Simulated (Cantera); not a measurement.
# Equilibrium for tantalum, niobium, vanadium and zirconium in process gases: Ta + CO2 + H2

Input: 1 mol Ta, 3.2 mol CO2, a varied amount of H2, held at 73.0 Pa.

Method: chemical equilibrium by Gibbs-energy minimisation in Cantera with the NASA 1993 tables (ideal gas, pure condensed phases). Candidate condensed phases: C, C6H6, C7H8, C8H18, H2O, Ta, TaC, Ta2O5; 113 gas species. Kinetics and transport are ignored.

Problem. Map the stable condensed phases over T = 1827, 1852, 1877, 1902, 1927, 1952, 1977, 2002, 2027, 2052, 2077, 2102 °C and n(H2) in mol = 20, 36, 51, 66, 81, 96, 110, 130, 140, 160, 170, 190.

Solution. 
```
T in °C \ n(H2) in mol
          20  36  51  66  81  96 110 130 140 160 170 190
   2102    A   A   A   A   A   A   A   A   A   A   A   A
   2077    A   A   A   A   A   A   A   A   A   A   A   A
   2052    A   A   A   A   A   A   A   A   A   A   A   A
   2027    B   A   A   A   A   A   A   A   A   A   A   A
   2002    B   A   A   A   A   A   A   A   A   A   A   A
   1977    B   B   A   A   A   A   A   A   A   A   A   A
   1952    B   B   B   A   A   A   A   A   A   A   A   A
   1927    B   B   B   B   A   A   A   A   A   A   A   A
   1902    B   B   B   B   B   A   A   A   A   A   A   A
   1877    B   B   B   B   B   B   B   A   A   A   A   A
   1852    B   B   B   B   B   B   B   B   B   A   A   A
   1827    B   B   B   B   B   B   B   B   B   B   B   B
```
A: gas only; B: Ta2O5.
